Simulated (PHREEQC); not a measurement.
A solution holds 79 mmol/kgw KNO3, at 53 °C. Closed to the air; pH follows from the charge balance.

All values are PHREEQC results (ion-association model, phreeqc.dat), not measurements.

Precipitation was switched off in this run.

Question: Estimate the specific conductance, density.

Answer: specific conductance 16500 µS/cm; density 0.991 g/cm³.

Species that the database lacks are ignored. Away from 25 °C the constants follow the database's enthalpies or fits; those with neither stay at their 25 °C values.
